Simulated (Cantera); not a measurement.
Input (Python, Cantera) and output of one run.

```python
import numpy as np
import cantera as ct

gas_names = [...]  # 109 gases of nasa_gas.yaml made of C, Cl, H, Si
cond_names = """
    C(gr) C6H6(L) C7H8(L) C8H18(L),n-octa Si(cr) Si(L) SiC(b)
""".split()


# ... load() reads the species with a 1 bar reference pressure and builds the phases ...
atoms = {
    'SiH2Cl2': {'Si': 1, 'H': 2, 'CL': 2},
    'HCl': {'H': 1, 'CL': 1},
    'H2': {'H': 2},
    'C2H2': {'C': 2, 'H': 2},
}
top_T = {'C(gr)': 4500, 'SiC(b)': 3050}  # K; cautious upper limits of use, not melting points


# ... equilibrate(T, P, feed) seeds the gas with the atoms and calls Mixture.equilibrate('TP', solver="vcs", rtol=1e-11, max_steps=5000) ...
results = []
feed = {'SiH2Cl2': 1, 'HCl': 0.019, 'H2': 99, 'C2H2': 0.0076}  # mol
P = 4400  # Pa
for T in [998, 1048, 1098, 1148, 1198, 1248, 1298, 1348, 1398, 1448]:
    mix = equilibrate(T, P, feed)
    results.append((T, P, feed, dict(zip(mix.species_names, mix.species_moles))))
    x = sorted(zip(gas.X, gas.species_names), reverse=True)
    print(f"T = {T:g} K  P = {P:g} Pa  gas = {mix.phase_moles(0):.4g} mol")
    print("   x: " + "  ".join(f"{s} {v:.3e}" for v, s in x if v > 1e-06))
    print("   condensed (mol): " + ("  ".join(f"{mix.phase(i).name} {mix.phase_moles(i):.4g}"
          for i in range(1, mix.n_phases) if mix.phase_moles(i) > 1e-12) or "none"))
```

Output:

```
T = 998 K  P = 4400 Pa  gas = 100.7 mol
   x: H2 9.876e-01  HCL 9.200e-03  SiCL4 1.615e-03  SiHCL3 1.202e-03  SiCL2 1.451e-04  SiCL3 9.776e-05  SiH2CL2 9.626e-05  SiH3CL 1.967e-06  CH4 1.604e-06
   condensed (mol): Si(cr) 0.6669  SiC(b) 0.01504
T = 1048 K  P = 4400 Pa  gas = 100.8 mol
   x: H2 9.853e-01  HCL 1.230e-02  SiCL4 1.025e-03  SiHCL3 8.401e-04  SiCL2 2.858e-04  SiCL3 1.264e-04  SiH2CL2 7.833e-05  SiH3CL 1.900e-06  CH4 1.454e-06
   condensed (mol): Si(cr) 0.7473  SiC(b) 0.01505
T = 1098 K  P = 4400 Pa  gas = 100.9 mol
   x: H2 9.833e-01  HCL 1.498e-02  SiCL4 5.224e-04  SiHCL3 4.989e-04  SiCL2 4.635e-04  SiCL3 1.312e-04  SiH2CL2 5.700e-05  SiH3CL 1.725e-06  CH4 1.328e-06
   condensed (mol): Si(cr) 0.8159  SiC(b) 0.01507
T = 1148 K  P = 4400 Pa  gas = 101 mol
   x: H2 9.820e-01  HCL 1.673e-02  SiCL2 6.254e-04  SiHCL3 2.514e-04  SiCL4 2.136e-04  SiCL3 1.100e-04  SiH2CL2 3.709e-05  SiH3CL 1.474e-06  CH4 1.221e-06
   condensed (mol): Si(cr) 0.8598  SiC(b) 0.01508
T = 1198 K  P = 4400 Pa  gas = 101 mol
   x: H2 9.814e-01  HCL 1.757e-02  SiCL2 7.407e-04  SiHCL3 1.149e-04  SiCL3 8.003e-05  SiCL4 7.649e-05  SiH2CL2 2.257e-05  SiH3CL 1.212e-06  CH4 1.132e-06
   condensed (mol): Si(cr) 0.8803  SiC(b) 0.01509
T = 1248 K  P = 4400 Pa  gas = 101 mol
   x: H2 9.811e-01  HCL 1.789e-02  SiCL2 8.191e-04  SiCL3 5.511e-05  SiHCL3 5.166e-05  SiCL4 2.675e-05  SiH2CL2 1.355e-05  H 2.205e-06  CH4 1.055e-06
   condensed (mol): Si(cr) 0.8872  SiC(b) 0.01509
T = 1298 K  P = 4400 Pa  gas = 101 mol
   x: H2 9.810e-01  HCL 1.799e-02  SiCL2 8.777e-04  SiCL3 3.775e-05  SiHCL3 2.389e-05  SiCL4 9.706e-06  SiH2CL2 8.283e-06  H 5.060e-06
   condensed (mol): Si(cr) 0.8881  SiC(b) 0.0151
T = 1348 K  P = 4400 Pa  gas = 101 mol
   x: H2 9.810e-01  HCL 1.799e-02  SiCL2 9.261e-04  SiCL3 2.623e-05  SiHCL3 1.155e-05  H 1.092e-05  SiH2CL2 5.205e-06  SiCL4 3.731e-06
   condensed (mol): Si(cr) 0.8865  SiC(b) 0.01511
T = 1398 K  P = 4400 Pa  gas = 101 mol
   x: H2 9.810e-01  HCL 1.796e-02  SiCL2 9.686e-04  H 2.234e-05  SiCL3 1.860e-05  SiHCL3 5.849e-06  SiH2CL2 3.370e-06  SiCL4 1.525e-06
   condensed (mol): Si(cr) 0.884  SiC(b) 0.01511
T = 1448 K  P = 4400 Pa  gas = 101 mol
   x: H2 9.810e-01  HCL 1.791e-02  SiCL2 1.007e-03  H 4.352e-05  SiCL3 1.346e-05  SiHCL3 3.099e-06  SiH2CL2 2.246e-06
   condensed (mol): Si(cr) 0.881  SiC(b) 0.01512
```

These are equilibrium values from Cantera (NASA tables, ideal gas, pure condensed phases), not measurements of a reactor. Mutual solubility and eutectic melting of coexisting phases are not modelled. The tables' values for SiCl3 are old estimates; treat these amounts as uncertain.
